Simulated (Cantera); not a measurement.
Adiabatic ignition

An adiabatic, constant-pressure homogeneous reactor starts with C3H8 : O2 : N2 = 1 : 4.55 : 20 (molar parts), at 1075 K and 1.00 bar.

Cantera simulation using GRI-Mech 3.0 (53 species, 325 reactions); the numbers are that mechanism's predictions, not measurements. GRI-Mech 3.0 was tuned for natural gas; its chemistry of propane as a main component is partial and can be far from experiment.

```tsv
t (s)	T (K)	x C3H8	x O2	x CH2	x CH4	x C2H	x NO	x N2O
1.00e-6	1075	0.0391	0.178	<1e-12	3.15e-12	<1e-12	<1e-12	<1e-12
2.47e-6	1075	0.0391	0.178	<1e-12	1.94e-11	<1e-12	<1e-12	<1e-12
6.12e-6	1075	0.0391	0.178	<1e-12	1.21e-10	<1e-12	<1e-12	<1e-12
1.52e-5	1075	0.0391	0.178	<1e-12	7.64e-10	<1e-12	<1e-12	<1e-12
3.75e-5	1075	0.0391	0.178	<1e-12	4.80e-9	<1e-12	<1e-12	<1e-12
9.28e-5	1075	0.0391	0.178	<1e-12	3.02e-8	<1e-12	<1e-12	<1e-12
0.000230	1075	0.0391	0.178	<1e-12	1.92e-7	<1e-12	<1e-12	<1e-12
0.000569	1075	0.0391	0.178	<1e-12	1.28e-6	<1e-12	<1e-12	<1e-12
0.00141	1075	0.0391	0.178	<1e-12	8.35e-6	<1e-12	<1e-12	1.86e-12
0.00348	1075	0.0390	0.178	<1e-12	3.51e-5	<1e-12	<1e-12	4.81e-12
0.00862	1075	0.0389	0.178	<1e-12	0.000106	<1e-12	<1e-12	1.22e-11
0.0213	1075	0.0384	0.178	<1e-12	0.000295	<1e-12	<1e-12	3.39e-11
0.0528	1076	0.0368	0.177	1.90e-12	0.000886	<1e-12	<1e-12	1.15e-10
0.131	2545	<1e-12	0.00622	<1e-12	<1e-12	<1e-12	0.00389	2.16e-7
0.323	2544	<1e-12	0.00616	<1e-12	<1e-12	<1e-12	0.00410	2.19e-7
0.800	2544	<1e-12	0.00616	<1e-12	<1e-12	<1e-12	0.00410	2.19e-7
```
x: mole fraction; the columns are a selection and need not sum to one.

```yaml
time_of_steepest_temperature_rise: 0.111 s
temperature at 0.800 s: 2544 K
equilibrium_temperature: 2544 K
x(C3H8) at 0.800 s: <1e-12 (gas-phase equilibrium <1e-12)
x(O2) at 0.800 s: 0.00616 (gas-phase equilibrium 0.00616)
x(CH2) at 0.800 s: <1e-12 (gas-phase equilibrium <1e-12)
```
